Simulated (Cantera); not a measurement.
What does this Cantera script print?

```python
import numpy as np
import cantera as ct

gas_names = """
    CL CL2 H HCL H2 Si SiCL SiCL2 SiCL3 SiCL4 SiH SiHCL3 SiH2 SiH2CL2 SiH3 SiH3CL SiH4 Si2 Si3
""".split()
cond_names = """
    Si(cr) Si(L)
""".split()


# ... load() reads the species with a 1 bar reference pressure and builds the phases ...
atoms = {
    'SiCl4': {'Si': 1, 'CL': 4},
    'HCl': {'H': 1, 'CL': 1},
    'H2': {'H': 2},
}
top_T = {}  # K; cautious upper limits of use, not melting points


# ... equilibrate(T, P, feed) seeds the gas with the atoms and calls Mixture.equilibrate('TP', solver="vcs", rtol=1e-11, max_steps=5000) ...
results = []
feed = {'SiCl4': 1, 'HCl': 0.031, 'H2': 310}  # mol
T = 1048  # K
P = 150  # Pa
mix = equilibrate(T, P, feed)
results.append((T, P, feed, dict(zip(mix.species_names, mix.species_moles))))
x = sorted(zip(gas.X, gas.species_names), reverse=True)
print(f"T = {T:g} K  P = {P:g} Pa  gas = {mix.phase_moles(0):.4g} mol")
print("   x: " + "  ".join(f"{s} {v:.3e}" for v, s in x if v > 1e-05))
print("   condensed (mol): " + ("  ".join(f"{mix.phase(i).name} {mix.phase_moles(i):.4g}"
      for i in range(1, mix.n_phases) if mix.phase_moles(i) > 1e-12) or "none"))
```

It prints:

```
T = 1048 K  P = 150 Pa  gas = 312 mol
   x: H2 9.876e-01  HCL 1.209e-02  SiCL2 2.755e-04  SiCL4 3.246e-05  SiHCL3 2.713e-05  SiCL3 2.209e-05
   condensed (mol): Si(cr) 0.8877
```

Equilibrium computed with Cantera from the NASA thermochemical tables; the gas is ideal and each condensed phase is pure. The tables' values for SiCl3 are old estimates; treat these amounts as uncertain.
